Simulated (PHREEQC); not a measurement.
Make-up at 25 °C: 0.12 mol CaCl2 and 0.003 mol MgSO4 per kg of water. Closed to the air; pH follows from the charge balance.

Model: ion-association model, phreeqc.dat, run in PHREEQC.

Problem. The ionic strength comes out as 0.365 mol/kgw. What activity coefficients do Ca+2, Cl-, SO4-2, Mg+2 get?

Solution. Ca+2 0.28, Cl- 0.67, SO4-2 0.23, Mg+2 0.30.

Precipitation was switched off in this run.
